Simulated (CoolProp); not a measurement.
Model: reference Helmholtz-energy equation of state, Lemmon 2022, in CoolProp.

**Question.** Give the vapour pressure (kPa), vapour density (kg/m³), liquid cp (kJ/(kg K)), liquid viscosity (µPa s) of saturated R1234yf at 212.7, 218.6, 227.4 K.

**Answer.** 
```json
[
 {"T (K)": "212.7", "p (kPa)": "20.5", "vapour density (kg/m³)": "1.34", "liquid cp (kJ/(kg K))": "1.15", "liquid viscosity (µPa s)": "459"},
 {"T (K)": "218.6", "p (kPa)": "28.9", "vapour density (kg/m³)": "1.85", "liquid cp (kJ/(kg K))": "1.17", "liquid viscosity (µPa s)": "418"},
 {"T (K)": "227.4", "p (kPa)": "46.6", "vapour density (kg/m³)": "2.89", "liquid cp (kJ/(kg K))": "1.18", "liquid viscosity (µPa s)": "366"}
]
```

Viscosity comes from a separate model (Bell 2016), an estimate that may be off by 10 % or more.
